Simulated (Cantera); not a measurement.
Input (Python, Cantera):

```python
import numpy as np
import cantera as ct

surf = ct.Interface("ptcombust.yaml", "Pt_surf")
gas = surf.adjacent["gas"]
gas.TPX = 1098, 340000, {'CH4': 0.004, 'O2': 0.019, 'N2': 0.79}
surf.TP = 1098, 340000
reactor = ct.FlowReactor(gas, clone=False)
reactor.area = 0.0001  # m2
reactor.surface_area_to_volume_ratio = 1400  # 1/m
reactor.mass_flow_rate = 0.082 * reactor.area * gas.density  # inlet velocity 0.082 m/s
reactor.energy_enabled = False
wall = ct.ReactorSurface(surf, reactor, clone=False)
net = ct.ReactorNet([reactor])
net.rtol, net.atol = 1e-8, 1e-16
show, cover = ['CH4', 'O2', 'H2O', 'CO2', 'CO'], ['PT(S)', 'H(S)', 'O(S)', 'OH(S)', 'CO(S)', 'C(S)']

rows = []
print(f"{'z/m':>9s}{'u/(m/s)':>9s}" + "".join(f"{s:>13s}" for s in show + cover))
for z in [5e-05, 8.9e-05, 0.00016, 0.00028, 0.0005, 0.00089, 0.0016, 0.0028, 0.005]:
    net.advance(z)
    rows.append([reactor.speed, *gas[show].X, *surf[cover].coverages])
    print(f"{z:9.4g}{rows[-1][0]:9.3g}" + "".join(f"{x:13.4e}" for x in rows[-1][1:]))
```

Output:

```
      z/m  u/(m/s)          CH4           O2          H2O          CO2           CO        PT(S)         H(S)         O(S)        OH(S)        CO(S)         C(S)
    5e-05    0.082   4.0293e-03   2.1595e-02   1.7777e-03   8.8467e-04   3.5415e-06   3.3011e-01   8.0855e-07   6.6864e-01   1.2311e-03   1.9368e-05   1.9020e-07
  8.9e-05    0.082   3.4343e-03   2.0410e-02   2.9632e-03   1.4771e-03   3.0413e-06   3.3290e-01   1.0463e-06   6.6550e-01   1.5740e-03   1.6912e-05   1.6607e-07
  0.00016    0.082   2.5467e-03   1.8645e-02   4.7293e-03   2.3592e-03   2.2826e-06   3.3741e-01   1.3435e-06   6.6059e-01   1.9812e-03   1.3032e-05   1.2796e-07
  0.00028    0.082   1.5058e-03   1.6580e-02   6.7964e-03   3.3907e-03   1.3720e-06   3.4322e-01   1.6532e-06   6.5439e-01   2.3758e-03   8.0923e-06   7.9433e-08
   0.0005    0.082   5.4969e-04   1.4687e-02   8.6912e-03   4.3352e-03   5.1312e-07   3.4912e-01   1.9226e-06   6.4817e-01   2.6918e-03   3.1059e-06   3.0446e-08
  0.00089    0.082   8.6761e-05   1.3769e-02   9.6110e-03   4.7928e-03   8.8741e-08   3.5222e-01   2.0522e-06   6.4494e-01   2.8342e-03   5.0908e-07   4.9286e-09
   0.0016    0.082   2.8965e-06   1.3596e-02   9.7843e-03   4.8790e-03   8.7950e-09   3.5283e-01   2.0767e-06   6.4430e-01   2.8604e-03   2.2241e-08   1.6536e-10
   0.0028    0.082   9.3855e-09   1.3583e-02   9.7983e-03   4.8856e-03   3.4182e-09   3.5288e-01   2.0787e-06   6.4425e-01   2.8625e-03   3.0747e-09   5.3602e-13
    0.005    0.082   1.3540e-10   1.3575e-02   9.8072e-03   4.8901e-03   2.5815e-09   3.5291e-01   2.0800e-06   6.4421e-01   2.8639e-03   2.2879e-09   7.7356e-15
```

Computed with Cantera and Deutschmann's 1995 Pt surface mechanism with GRI-Mech 3.0 gas chemistry. Catalytic surfaces can have several steady states; this one follows from the mechanism file's or the stated starting coverage. Mass transfer to the wall is taken as infinitely fast.
